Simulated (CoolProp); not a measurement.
A single-stage vapour-compression cycle with carbonyl sulfide: evaporating at 284.15 K (dew point), condensing at 308.15 K (bubble point), superheat 10 K, subcooling 2 K, compressor efficiency 0.8, no pressure losses. Each further row changes one setting.

Model: reference Helmholtz-energy equation of state, Lemmon 2006, in CoolProp. It is a short technical equation, of lower accuracy than the large ones.

| case | cooling COP | pressure ratio | discharge temperature (K) | refrigerating effect (kJ/kg) | volumetric capacity (kJ/m³) |
|---|---|---|---|---|---|
| as stated | 8.30 | 1.83 | 341.8 | 238 | 5870 |
| evaporating temperature 289.15 K | 10.8 | 1.60 | 336.3 | 240 | 6740 |
| condensing temperature 303.15 K | 10.7 | 1.63 | 332.1 | 245 | 6040 |
| subcooling 7 K | 8.54 | 1.83 | 341.8 | 245 | 6040 |
| superheat 20 K | 8.18 | 1.83 | 352.8 | 246 | 5790 |
| compressor efficiency 0.7 | 7.26 | 1.83 | 346.5 | 238 | 5870 |
